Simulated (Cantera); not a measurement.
**Equilibrium for carbon deposition, reforming and gasification: C3H8 + CO2**

Charge: 1 mol C3H8, 0.09 mol CO2, equilibrated at 2575 K.

Method: chemical equilibrium by Gibbs-energy minimisation in Cantera with the NASA 1993 tables (ideal gas, pure condensed phases). Candidate condensed phases: C, C6H6, C7H8, C8H18, H2O; 110 gas species. The ideal-gas law is rough above about 30 bar. Kinetics and transport are ignored.

```json
[
 {"P (Pa)": "10", "x H2": "0.0657", "x H": "0.888", "x CO": "0.0230", "x C3": "0.0154", "x C2H2 (acetylene)": "0.000966", "x CH4": "5.76e-11", "n C(graphite)": "2.45"},
 {"P (Pa)": "46", "x H2": "0.215", "x H": "0.749", "x CO": "0.0267", "x C3": "0.00335", "x C2H2 (acetylene)": "0.00316", "x CH4": "2.84e-9", "n C(graphite)": "2.78"},
 {"P (Pa)": "220", "x H2": "0.459", "x H": "0.500", "x CO": "0.0322", "x C3": "0.000701", "x C2H2 (acetylene)": "0.00675", "x CH4": "6.19e-8", "n C(graphite)": "2.81"},
 {"P (Pa)": "1000", "x H2": "0.669", "x H": "0.283", "x CO": "0.0369", "x C3": "0.000154", "x C2H2 (acetylene)": "0.00984", "x CH4": "5.98e-7", "n C(graphite)": "2.81"},
 {"P (Pa)": "4600", "x H2": "0.803", "x H": "0.145", "x CO": "0.0399", "x C3": "3.35e-5", "x C2H2 (acetylene)": "0.0118", "x CH4": "3.96e-6", "n C(graphite)": "2.80"},
 {"P (Pa)": "22000", "x H2": "0.876", "x H": "0.0691", "x CO": "0.0416", "x C3": "7.01e-6", "x C2H2 (acetylene)": "0.0129", "x CH4": "2.25e-5", "n C(graphite)": "2.80"},
 {"P (Pa)": "100000", "x H2": "0.911", "x H": "0.0331", "x CO": "0.0424", "x C3": "1.54e-6", "x C2H2 (acetylene)": "0.0134", "x CH4": "0.000111", "n C(graphite)": "2.79"},
 {"P (Pa)": "460000", "x H2": "0.927", "x H": "0.0156", "x CO": "0.0428", "x C3": "3.35e-7", "x C2H2 (acetylene)": "0.0136", "x CH4": "0.000528", "n C(graphite)": "2.79"},
 {"P (Pa)": "2200000", "x H2": "0.933", "x H": "0.00713", "x CO": "0.0430", "x C3": "7.01e-8", "x C2H2 (acetylene)": "0.0137", "x CH4": "0.00255", "n C(graphite)": "2.78"},
 {"P (Pa)": "10000000", "x H2": "0.926", "x H": "0.00333", "x CO": "0.0435", "x C3": "1.54e-8", "x C2H2 (acetylene)": "0.0136", "x CH4": "0.0115", "n C(graphite)": "2.74"}
]
```
x: gas mole fraction; n: condensed amount in mol.

From 0.0750 Torr to 75000 Torr the condensed part is C(graphite). The main C-bearing gas is C3 at 0.0750 Torr and CO at 75000 Torr. The share of C in condensed phases is highest at 1.65 Torr (91.0 %) and lowest at 0.0750 Torr (79.4 %).
